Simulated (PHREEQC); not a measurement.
Solution (20 °C): 0.02 mol/kgw HF, 0.00042 mol/kgw NH4F, 0.00061 mol/kgw (NH4)2SiF6 and 0.0019 mol/kgw H2SO4. It is in equilibrium with CO2 at log p = 0 (atm). Otherwise closed; pH follows from the charge balance.

Model: ion-association model, phreeqc.dat, run in PHREEQC.

Precipitation was switched off in this run.

Problem. Predict the pH.

Solution. pH 2.28.

Problem. In which forms is S present?

Solution. SO4-2 74 %, HSO4- 25 %, NH4SO4- 1.0 % of the S.

SiF6-2 is the database's only silicon fluoride.
